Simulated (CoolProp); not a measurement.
Properties of sulfur dioxide along the isotherm 191.95 °C (Tc = 157.5 °C, pc = 78.87 bar, ω = 0.256).

Values from CoolProp's reference Helmholtz-energy equation of state, Gao 2016.

```csv
p (bar),phase,cp (kJ/(kg K)),isothermal compressibility (1/MPa)
3.03,gas,0.7216,3.335
6.07,gas,0.7328,1.683
9.1,gas,0.7446,1.135
12.1,gas,0.7569,0.8633
15.2,gas,0.7704,0.6957
18.2,gas,0.7841,0.5882
21.2,gas,0.7987,0.5114
24.3,gas,0.8147,0.4523
27.3,gas,0.8311,0.4082
30.3,gas,0.8487,0.3732
33.4,gas,0.8680,0.3438
36.4,gas,0.8881,0.3205
39.4,gas,0.9096,0.3010
```
